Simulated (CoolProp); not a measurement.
Vapour-liquid equilibrium of benzene (1) + ethanol (2) at 0.0457 MPa; x and y are mole fractions of (1).

The numbers come from the multi-fluid Helmholtz-energy mixture model, Thol 2012 and Schroeder 2014; pair parameters Bell 2016 in CoolProp.

```
x      bubble temperature, mixture model (K)  bubble temperature, Raoult's law (K)  y, mixture model  y, Raoult's law
-----  -------------------------------------  ------------------------------------  ----------------  ---------------
0.05                                   329.6                                 332.5             0.170            0.056
0.125                                  325.8                                 332.3             0.351            0.139
0.2                                    323.2                                 332.1             0.463            0.220
0.275                                  321.6                                 331.9             0.529            0.300
0.35                                   320.8                                 331.6             0.566            0.379
0.425                                  320.5                                 331.4             0.585            0.457
0.5                                    320.3                                 331.2             0.594            0.533
0.575                                  320.3                                 330.9             0.599            0.607
0.65                                   320.3                                 330.7             0.603            0.680
0.725                                  320.4                                 330.4             0.612            0.752
0.8                                    320.8                                 330.1             0.635            0.821
0.875                                  321.9                                 329.9             0.687            0.890
0.95                                   324.9                                 329.6             0.812            0.956
```

The largest gap from Raoult's law is -10.9 K in bubble temperature, at x = 0.425. y crosses x between x = 0.575 and 0.65: the model has an azeotrope there.

Pair parameters are fitted to limited data, so mixtures are less certain than the pure fluids.
